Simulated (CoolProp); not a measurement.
Vapour-liquid equilibrium of R114 (1) + R113 (2) at 384.2 K; x and y are mole fractions of (1).

The numbers come from the multi-fluid Helmholtz-energy mixture model, Platzer 1990 and Marx 1992; pair parameters Bell 2016 in CoolProp. This equation is an older, rougher fit; its heat capacities, sound speeds and derivatives of the liquid may be far off and weren't checked against measurements.

| x | bubble pressure, mixture model (MPa) | bubble pressure, Raoult's law (MPa) | y, mixture model | y, Raoult's law |
|---|---|---|---|---|
| 0.05 | (withheld) | 0.6215 | 0.117 | 0.142 |
| 0.125 | 0.6930 | 0.7114 | 0.263 | 0.309 |
| 0.2 | 0.7744 | 0.8014 | 0.383 | 0.439 |
| 0.275 | 0.8575 | 0.8913 | 0.482 | 0.543 |
| 0.35 | (withheld) | 0.9813 | 0.566 | 0.628 |
| 0.425 | 1.028 | 1.071 | 0.638 | 0.699 |
| 0.5 | 1.116 | 1.161 | 0.701 | 0.758 |
| 0.575 | 1.205 | 1.251 | 0.756 | 0.809 |
| 0.65 | 1.296 | 1.341 | 0.806 | 0.853 |
| 0.725 | 1.389 | 1.431 | 0.852 | 0.892 |
| 0.8 | 1.485 | 1.521 | 0.895 | 0.926 |
| 0.875 | (withheld) | 1.611 | 0.935 | 0.956 |
| 0.95 | 1.688 | 1.701 | 0.974 | 0.983 |

Q: Some entries are withheld; supply them.

A: 
- 0.05, bubble pressure, mixture model (MPa): 0.6134
- 0.35, bubble pressure, mixture model (MPa): 0.9421
- 0.875, bubble pressure, mixture model (MPa): 1.584

The largest gap from Raoult's law is -4.0 % in bubble pressure, at x = 0.425. No azeotrope shows between x = 0.05 and 0.95.

The pair parameters rest on a limited set of measurements; away from them the model extrapolates.
